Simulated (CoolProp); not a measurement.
1,2-dichloroethane along the isobar 9.21 bar: fugacity coefficient from the reference equation and from simpler models built on Tc = 561.6 K, pc = 52.26 bar, ω = 0.269; each cubic takes its own stable root.

Model: reference Helmholtz-energy equation of state, Thol 2015, in CoolProp.

```tsv
T (K)	phase	reference
273.1	liquid	0.003122
279.7	liquid	0.004543
286.3	liquid	0.006478
292.9	liquid	0.009064
299.5	liquid	0.01246
306.1	liquid	0.01685
312.7	liquid	0.02245
319.3	liquid	0.02947
325.8	liquid	0.03804
332.4	liquid	0.04867
339	liquid	0.06155
345.6	liquid	0.07698
352.2	liquid	0.09528
358.8	liquid	0.1168
365.4	liquid	0.1418
372	liquid	0.1707
```

Question: How far does each simpler model (van der Waals, Redlich-Kwong, Soave-Redlich-Kwong, Peng-Robinson) lie from the reference over these 16 states: mean and median of the absolute difference, and the worst?

Answer: 
- van der Waals: mean 1410.8 %, median 992.3 %, worst +4124.9 % at 273.1 K and 9.21 bar
- Redlich-Kwong: mean 122.4 %, median 118.1 %, worst +186.2 % at 273.1 K and 9.21 bar
- Soave-Redlich-Kwong: mean 3.1 %, median 2.9 %, worst -6.3 % at 273.1 K and 9.21 bar
- Peng-Robinson: mean 0.5 %, median 0.3 %, worst +1.9 % at 273.1 K and 9.21 bar
